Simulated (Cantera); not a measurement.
Charge: 1 mol Si3N4, 0.12 mol H2O, 160 mol N2, 0.019 mol CO2, equilibrated at 0.00825 Torr.

These are equilibrium values from Cantera (NASA tables, ideal gas, pure condensed phases), not measurements of a reactor. Candidate condensed phases: C, C6H6, C7H8, C8H18, H2O, Si, SiC, SiO2, Si2N2O, Si3N4; 151 gas species. Mutual solubility and eutectic melting of coexisting phases are not modelled. Rates play no part.

Problem. Which condensed phases are stable at each of these points (T (K)): 973, 1023, 1073, 1123, 1173, 1223, 1273, 1323, 1373, 1423, 1473, 1523?

Solution. 
| T (K) | condensed phases | Si condensed (%) |
|---|---|---|
| 973 | C(graphite) + Si2N2O(s) + Si3N4(s) | 100.0 |
| 1023 | C(graphite) + Si2N2O(s) + Si3N4(s) | 100.0 |
| 1073 | SiC(s) + Si2N2O(s) + Si3N4(s) | 100.0 |
| 1123 | SiC(s) + Si2N2O(s) + Si3N4(s) | 100.0 |
| 1173 | SiC(s) + Si2N2O(s) + Si3N4(s) | 100.0 |
| 1223 | SiC(s) + Si2N2O(s) + Si3N4(s) | 100.0 |
| 1273 | SiC(s) + Si2N2O(s) + Si3N4(s) | 99.8 |
| 1323 | SiC(s) + Si2N2O(s) + Si3N4(s) | 98.6 |
| 1373 | SiC(s) + Si3N4(s) | 95.1 |
| 1423 | SiC(s) + Si3N4(s) | 94.2 |
| 1473 | Si(s) + SiC(s) | 92.1 |
| 1523 | Si(s) + SiC(s) | 85.8 |

From 973 K to 1023 K the condensed part is C(graphite) + Si2N2O(s) + Si3N4(s). From 1073 K to 1323 K the condensed part is SiC(s) + Si2N2O(s) + Si3N4(s). From 1373 K to 1423 K the condensed part is SiC(s) + Si3N4(s). From 1473 K to 1523 K the condensed part is Si(s) + SiC(s).
